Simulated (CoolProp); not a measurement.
Properties of 1-butene along the isotherm -18.25 °C (Tc = 146.1 °C, pc = 4.006 MPa, ω = 0.192).

The numbers come from the reference Helmholtz-energy equation of state, Lemmon 2005 in CoolProp. It is a short technical equation, of lower accuracy than the large ones.

```csv
p (MPa),phase,density (kg/m³),speed of sound (m/s),Joule-Thomson coefficient (K/MPa),fugacity coefficient
1.67,liquid,641.0,1130,-0.4140,0.03853
3.34,liquid,642.9,1145,-0.4201,0.02064
5.01,liquid,644.7,1159,-0.4258,0.01474
6.68,liquid,646.5,1172,-0.4311,0.01184
8.35,liquid,648.2,1185,-0.4360,0.01014
10,liquid,649.9,1198,-0.4407,0.009056
11.7,liquid,651.6,1211,-0.4451,0.008294
13.4,liquid,653.2,1224,-0.4493,0.007759
15,liquid,654.7,1235,-0.4531,0.007395
16.7,liquid,656.3,1247,-0.4568,0.007114
18.4,liquid,657.8,1259,-0.4604,0.006915
20,liquid,659.2,1270,-0.4635,0.006784
```
